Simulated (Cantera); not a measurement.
A closed system holds: 1 mol HgO, 1.9 mol N₂, equilibrated at 648.15 K and 100 Pa.

Equilibrium computed with Cantera from the NASA thermochemical tables; the gas is ideal and each condensed phase is pure. Candidate condensed phases: Hg, HgO; 10 gas species. Kinetics and transport are ignored.

Base state: N₂ 0.559, Hg 0.294, O₂ 0.147 (mole fractions); condensed: gas only.

What changes in the equilibrium state with this change: pressure from 100 Pa to 62000 Pa?


```csv
species,before,after
N₂,0.559,0.733
Hg,0.294,0.178
O₂,0.147,0.0889
"HgO(s), mol",0,0.539
```
